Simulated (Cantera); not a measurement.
A closed system holds: 1 mol Cu, 3.5 mol HF, 24 mol H2, equilibrated at 400 °C and 0.165 Torr.

Method: chemical equilibrium by Gibbs-energy minimisation in Cantera with the NASA 1993 tables (ideal gas, pure condensed phases). Candidate condensed phases: Cu, CuF2; 15 gas species. The numbers say what is thermodynamically allowed, not how fast it happens.

### Question
What is the equilibrium state?

### Answer
| Property | Result |
|---|---|
| x(H2) | 0.873 |
| x(HF) | 0.127 |
| n(Cu(s)) | 1.00 mol |
| gas amount | 27.50 mol |
| log10 activity of CuF2(s) (absent) | -14.64 |
